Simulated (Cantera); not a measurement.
# Gas-phase reforming

A perfectly stirred reactor is fed with 28.6 % CH4, 71.4 % CO2, at 26.6 atm; it is held at 1850 K, and followed from long to short residence time.

Cantera simulation using GRI-Mech 3.0 (53 species, 325 reactions); the numbers are that mechanism's predictions, not measurements. The pressure lies above the range GRI-Mech 3.0 was tuned for (to about 10 atm).

| τ (s) | x CH4 | x CO2 | x CH2CO | x C2H | x CO | x H2O | x OH |
|---|---|---|---|---|---|---|---|
| 0.51 | 0.00487 | 0.116 | 3.27e-6 | 2.79e-9 | 0.521 | 0.168 | 2.94e-6 |
| 0.29 | 0.00692 | 0.120 | 5.42e-6 | 5.83e-9 | 0.517 | 0.170 | 3.02e-6 |
| 0.17 | 0.00930 | 0.126 | 8.63e-6 | 1.10e-8 | 0.510 | 0.173 | 3.13e-6 |
| 0.095 | 0.0124 | 0.135 | 1.41e-5 | 2.05e-8 | 0.499 | 0.178 | 3.30e-6 |
| 0.055 | 0.0157 | 0.148 | 2.18e-5 | 3.45e-8 | 0.484 | 0.183 | 3.53e-6 |
| 0.031 | 0.0196 | 0.166 | 3.35e-5 | 5.59e-8 | 0.462 | 0.190 | 3.83e-6 |
| 0.018 | 0.0238 | 0.188 | 4.84e-5 | 8.34e-8 | 0.435 | 0.197 | 4.16e-6 |
| 0.010 | 0.0294 | 0.218 | 6.82e-5 | 1.21e-7 | 0.399 | 0.202 | 4.54e-6 |
| 0.0059 | 0.0358 | 0.251 | 8.73e-5 | 1.58e-7 | 0.361 | 0.203 | 4.83e-6 |
| 0.0034 | 0.0446 | 0.292 | 0.000104 | 1.96e-7 | 0.316 | 0.200 | 4.98e-6 |
| 0.0020 | 0.0567 | 0.339 | 0.000110 | 2.22e-7 | 0.268 | 0.189 | 4.88e-6 |
x: mole fraction; the columns are a selection and need not sum to one.
